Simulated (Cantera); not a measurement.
A Cantera script and its output.

```python
import numpy as np
import cantera as ct

gas = ct.Solution("gri30.yaml")
gas.TPX = 1498, 140000, {'CH4': 1, 'O2': 5.56, 'N2': 20.9}
reactor = ct.IdealGasReactor(gas, energy="on", clone=False)
net = ct.ReactorNet([reactor])
net.rtol, net.atol = 1e-08, 1e-16
show = ['CH4', 'O2', 'CH2CO', 'CH3', 'O', 'HCN', 'H2']
times = np.geomspace(3e-06, 4, 13)

steps = ct.SolutionArray(gas, extra=["t"])
rows = []
print(f"{'t/s':>10s}{'T/K':>9s}{'P/Pa':>11s}" + "".join(f"{s:>11s}" for s in show))
for t in times:
    while net.time < t:
        t_next = net.step()
        steps.append(gas.state, t=t_next)
    rows.append([np.interp(t, steps.t, y) for y in (steps.T, steps.P, *steps(*show).X.T)])
    print(f"{t:10.3e}{rows[-1][0]:9.1f}{rows[-1][1]:11.4g}" + "".join(f"{x:11.3e}" for x in rows[-1][2:]))
rate = np.gradient(steps.T, steps.t)
print("integrator steps:", len(steps.t))
if steps.T.max() > steps.T[0] + 200:
    print(f"time of steepest temperature rise: {steps.t[rate.argmax()]:.4e} s")
gas.TPX = 1498, 140000, {'CH4': 1, 'O2': 5.56, 'N2': 20.9}
gas.equilibrate("UV")
print(f"equilibrium (UV): T = {gas.T:.1f} K  " + "  ".join(f"{s} {gas[s].X[0]:.3e}" for s in show))
```

Output:

```
       t/s      T/K       P/Pa        CH4         O2      CH2CO        CH3          O        HCN         H2
 3.000e-06   1498.0    1.4e+05  3.642e-02  2.025e-01  2.465e-20  2.182e-07  5.943e-09  1.182e-19  1.361e-08
 9.717e-06   1498.0    1.4e+05  3.642e-02  2.025e-01  1.160e-17  8.059e-07  8.257e-09  1.460e-18  5.233e-08
 3.147e-05   1498.0    1.4e+05  3.641e-02  2.025e-01  4.766e-15  3.129e-06  1.660e-08  1.836e-17  2.194e-07
 1.019e-04   1498.0    1.4e+05  3.639e-02  2.025e-01  4.324e-12  1.639e-05  6.514e-08  3.182e-16  1.466e-06
 3.302e-04   1499.7  1.402e+05  3.595e-02  2.022e-01  3.139e-08  1.538e-04  7.457e-07  3.392e-14  4.226e-05
 1.069e-03   2410.1  2.261e+05  4.435e-20  1.273e-01  2.663e-22  4.106e-19  2.198e-03  3.990e-13  4.910e-04
 3.464e-03   2407.0  2.258e+05  4.221e-20  1.266e-01  2.478e-22  3.868e-19  2.145e-03  4.554e-13  4.823e-04
 1.122e-02   2398.3   2.25e+05  3.764e-20  1.248e-01  2.118e-22  3.380e-19  2.036e-03  5.681e-13  4.658e-04
 3.634e-02   2384.9  2.237e+05  3.141e-20  1.220e-01  1.647e-22  2.732e-19  1.878e-03  6.586e-13  4.412e-04
 1.177e-01   2379.6  2.231e+05  2.923e-20  1.209e-01  1.490e-22  2.512e-19  1.820e-03  6.741e-13  4.319e-04
 3.813e-01   2379.5  2.231e+05  2.920e-20  1.209e-01  1.487e-22  2.508e-19  1.819e-03  6.743e-13  4.318e-04
 1.235e+00   2379.5  2.231e+05  2.920e-20  1.209e-01  1.487e-22  2.508e-19  1.819e-03  6.743e-13  4.318e-04
 4.000e+00   2379.5  2.231e+05  2.920e-20  1.209e-01  1.487e-22  2.508e-19  1.819e-03  6.743e-13  4.318e-04
integrator steps: 1766
time of steepest temperature rise: 6.4548e-04 s
equilibrium (UV): T = 2379.5 K  CH4 4.475e-20  O2 1.209e-01  CH2CO 2.089e-22  CH3 3.844e-19  O 1.819e-03  HCN 6.743e-13  H2 4.318e-04
```

Cantera simulation using GRI-Mech 3.0 (53 species, 325 reactions); the numbers are that mechanism's predictions, not measurements.
